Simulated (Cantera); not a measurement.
An isothermal, constant-pressure homogeneous reactor starts with H₂ : O₂ : N₂ = 0.03 : 1.7 : 4.9 (molar parts), equivalence ratio 0.0088, at 1375 K and 10.00 Torr.

Detailed kinetics in Cantera: the H2/O2 subset of GRI-Mech 3.0, which has no nitrogen chemistry. Radical loss at walls, strong at low pressure, is not modelled.

One state of this run: x H₂ = 2.92e-5; x O₂ = 0.252; x OH = 0.000545; x H = 0.000213; x O = 0.00369; x H₂O₂ = 4.32e-9; x H₂O = 0.00412. x: mole fraction; the columns are a selection and need not sum to one.

Task: Which value of t (s) does it belong to?
A) 0.0105
B) 0.00489
C) 0.219
D) 0.0478

Result: D, 0.0478
